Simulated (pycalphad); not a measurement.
Source of the numbers: pycalphad with the COST 507 light-alloy database (1999); pressure 1 atm. The database dates from 1999; later assessments differ in places, in temperatures and in the compounds included. Amounts are mole fractions of atoms.

Problem. Give the equilibrium state of Fe-11.29Si (wt.%) at 1327 °C.

Solution. liquid, fraction 0.975, with 11.3 Si wt.%; bcc, fraction 0.025, with 9.4 Si wt.%.
